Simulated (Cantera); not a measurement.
Charge: 1 mol HI, 0.48 mol O2, equilibrated at 2075 K and 1.40 bar.

Equilibrium computed with Cantera from the NASA thermochemical tables; the gas is ideal and each condensed phase is pure. Candidate condensed phases: H2O, I2; 12 gas species. Rates play no part.

Base state: I 0.559, H2O 0.286, O2 0.135, I2 0.00903, HI 0.00599, OH 0.00406, O 0.000361, H2 0.000329 (mole fractions); condensed: gas only.

Question: What changes in the equilibrium state with this change: temperature from 2075 K to 3350 K?

Answer: 
| species | before | after |
|---|---|---|
| I | 0.559 | 0.489 |
| H2O | 0.286 | 0.122 |
| O2 | 0.135 | 0.0925 |
| O | 0.000361 | 0.0853 |
| OH | 0.00406 | 0.0861 |
| H | 4.08e-5 | 0.0730 |
| H2 | 0.000329 | 0.0435 |
| I2 | 0.00903 | 0.000211 |
| HO2 | 5.02e-6 | 4.88e-5 |
| HI | 0.00599 | 0.00885 |

Question: What changes in the equilibrium state with this change: O2 from 0.48 to 0.02 mol?

Answer: 
```
species    before    after
-------  --------  -------
I           0.559    0.547
H2       0.000329    0.252
HI        0.00599    0.162
H2O         0.286   0.0290
O2          0.135  2.35e-9
O        0.000361  4.77e-8
OH        0.00406  1.48e-5
```

Question: What changes in the equilibrium state with this change: pressure from 1.40 bar to 11.0 Pa?

Answer: 
```json
[
 {"species": "I", "before": "0.559", "after": "0.535"},
 {"species": "H2O", "before": "0.286", "after": "0.201"},
 {"species": "O2", "before": "0.135", "after": "0.120"},
 {"species": "H", "before": "4.08e-5", "after": "0.0422"},
 {"species": "O", "before": "0.000361", "after": "0.0384"},
 {"species": "H2", "before": "0.000329", "after": "0.0276"},
 {"species": "OH", "before": "0.00406", "after": "0.0351"},
 {"species": "I2", "before": "0.00903", "after": "6.50e-7"},
 {"species": "HI", "before": "0.00599", "after": "0.000466"}
]
```
